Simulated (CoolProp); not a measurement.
Model: reference Helmholtz-energy equation of state, Aleksandrov 2011, in CoolProp. It is a short technical equation, of lower accuracy than the large ones.

**Question.** Give the vapour pressure (MPa), vapour density (kg/m³), surface tension (mN/m) of saturated n-undecane at 480.6 K.

**Answer.** 
```
T (K)  p (MPa)  vapour density (kg/m³)  surface tension (mN/m)
-----  -------  ----------------------  ----------------------
480.6    0.134                    5.71                    8.81
```

Surface tension comes from a separate correlation (Mulero 2014).
